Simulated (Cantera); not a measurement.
What does this Cantera script print?

```python
import numpy as np
import cantera as ct

gas_names = """
    CL CLO CL2 Fe FeCL FeCL2 FeCL3 FeO Fe2CL4 Fe2CL6 N NO NO2 NO3 N2 N2O O O2 O3
""".split()
cond_names = """
    Fe(a) Fe(c) Fe(d) Fe(L) FeCL2(s) FeCL2(L) FeCL3(s) FeCL3(L) FeO(s) FeO(L) Fe2O3(s) Fe3O4(s)
""".split()


# ... load() reads the species with a 1 bar reference pressure and builds the phases ...
atoms = {
    'Fe3O4': {'Fe': 3, 'O': 4},
    'Cl2': {'CL': 2},
    'N2': {'N': 2},
}
top_T = {'Fe2O3(s)': 1830, 'Fe3O4(s)': 1870}  # K; cautious upper limits of use, not melting points


# ... equilibrate(T, P, feed) seeds the gas with the atoms and calls Mixture.equilibrate('TP', solver="vcs", rtol=1e-11, max_steps=5000) ...
results = []
feed = {'Fe3O4': 1, 'Cl2': 0.026, 'N2': 2.2}  # mol
P = 830000  # Pa
for T in [1223, 1273, 1323, 1373, 1423, 1473, 1523, 1573, 1623, 1673, 1723]:
    mix = equilibrate(T, P, feed)
    results.append((T, P, feed, dict(zip(mix.species_names, mix.species_moles))))

top = {s: max(r[3][s] / sum(r[3][g] for g in gas_names) for r in results) for s in gas_names}
cols = sorted((s for s in top if top[s] > 1e-05), key=lambda s: -top[s])[:5]
seen = [c for c in cond_names if any(r[3].get(c, 0) > 1e-12 for r in results)]
print("log10 of partial pressures in bar; condensed amounts in mol")
print(f"{'T/K':>10s}" + "".join(f"{s[:9]:>10s}" for s in cols + seen))
for T, P, feed, n in results:
    ng = sum(n[g] for g in gas_names)
    print(f"{T:10.4g}" + "".join(f"{np.log10(max(n[s] / ng * P / 1e5, 1e-99)):10.3f}" for s in cols)
          + "".join(f"{n.get(c, 0):10.4g}" for c in seen))
```

It prints:

```
log10 of partial pressures in bar; condensed amounts in mol
       T/K        N2     FeCL2        O2     FeCL3        CL  Fe2O3(s)  Fe3O4(s)
      1223     0.915    -1.296    -5.970    -1.542    -3.867   0.08791    0.9341
      1273     0.915    -1.258    -5.181    -1.585    -3.553   0.08897    0.9333
      1323     0.915    -1.228    -4.454    -1.631    -3.264   0.08972    0.9327
      1373     0.915    -1.204    -3.780    -1.681    -2.998   0.08992    0.9325
      1423     0.914    -1.187    -3.155    -1.733    -2.753   0.08895    0.9332
      1473     0.914    -1.175    -2.573    -1.788    -2.525   0.08499    0.9359
      1523     0.914    -1.169    -2.030    -1.847    -2.315   0.07253    0.9443
      1573     0.912    -1.170    -1.522    -1.911    -2.121   0.03596    0.9688
      1623     0.911    -1.150    -1.284    -2.020    -2.008         0    0.9928
      1673     0.911    -1.117    -1.273    -2.171    -1.965         0    0.9925
      1723     0.911    -1.096    -1.267    -2.329    -1.930         0    0.9923
```

Equilibrium computed with Cantera from the NASA thermochemical tables; the gas is ideal and each condensed phase is pure. Mutual solubility and eutectic melting of coexisting phases are not modelled.
